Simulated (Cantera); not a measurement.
Feed: 1 mol C₂H₆, 0.023 mol O₂, held at 623 K.

Cantera equilibrium calculation (NASA polynomials, part measured and part estimated; ideal gas, pure solids and liquids). Candidate condensed phases: C, C₆H₆, C₇H₈, C₈H₁₈, H₂O; 110 gas species. The ideal-gas law is rough above about 30 bar. The numbers say what is thermodynamically allowed, not how fast it happens.

**Question.** What share of the C ends up in condensed phases as a function of P (Pa), at 10, 72, 520, 3700, 27000, 190000, 1400000, 10000000?

**Answer.** 
```json
[
 {"P (Pa)": "10", "C condensed (%)": "98.0", "as": "C(graphite)"},
 {"P (Pa)": "72", "C condensed (%)": "94.7", "as": "C(graphite)"},
 {"P (Pa)": "520", "C condensed (%)": "77.7", "as": "C(graphite)"},
 {"P (Pa)": "3700", "C condensed (%)": "51.6", "as": "C(graphite)"},
 {"P (Pa)": "27000", "C condensed (%)": "36.1", "as": "C(graphite)"},
 {"P (Pa)": "190000", "C condensed (%)": "29.9", "as": "C(graphite)"},
 {"P (Pa)": "1400000", "C condensed (%)": "27.5", "as": "C(graphite)"},
 {"P (Pa)": "10000000", "C condensed (%)": "26.7", "as": "C(graphite)"}
]
```
